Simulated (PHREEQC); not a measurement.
Dissolve 0.0015 mol/kgw HF and 0.0061 mol/kgw NaF at 20 °C. Closed to the air; pH follows from the charge balance.

Model: ion-association model, phreeqc.dat, run in PHREEQC.

Each row changes one thing in this solution. No solid was allowed to form.

```json
[
 {"case": "as made", "pH": "3.78", "ionic strength (mol/kgw)": "0.00626", "F- (mol/kgw)": "0.00623", "HF (mol/kgw)": "0.00129", "HF2- (mol/kgw)": "2.96e-5", "NaF (mol/kgw)": "1.84e-5"},
 {"case": "NaF from 0.0061 to 0.061 mol/kgw", "pH": "4.72", "ionic strength (mol/kgw)": "0.0597", "F- (mol/kgw)": "0.0594", "HF (mol/kgw)": "0.00121", "HF2- (mol/kgw)": "?", "NaF (mol/kgw)": "0.00132"},
 {"case": "HF from 0.0015 to 0.00015 mol/kgw", "pH": "4.78", "ionic strength (mol/kgw)": "0.00610", "F- (mol/kgw)": "0.00610", "HF (mol/kgw)": "?", "HF2- (mol/kgw)": "?", "NaF (mol/kgw)": "1.81e-5"},
 {"case": "NaF from 0.0061 to 0.00549 mol/kgw", "pH": "3.75", "ionic strength (mol/kgw)": "0.00567", "F- (mol/kgw)": "0.00564", "HF (mol/kgw)": "0.00128", "HF2- (mol/kgw)": "2.66e-5", "NaF (mol/kgw)": "?"},
 {"case": "HF left out", "pH": "7.54", "ionic strength (mol/kgw)": "0.00608", "F- (mol/kgw)": "0.00608", "HF (mol/kgw)": "2.21e-7", "HF2- (mol/kgw)": "4.96e-9", "NaF (mol/kgw)": "1.80e-5"}
]
```

Q: Fill in the missing entries.

A: 
- NaF from 0.0061 to 0.061 mol/kgw, HF2- (mol/kgw): 0.000265
- HF from 0.0015 to 0.00015 mol/kgw, HF (mol/kgw): 0.000129
- HF from 0.0015 to 0.00015 mol/kgw, HF2- (mol/kgw): 2.89e-6
- NaF from 0.0061 to 0.00549 mol/kgw, NaF (mol/kgw): 1.51e-5

Species that the database lacks are ignored.
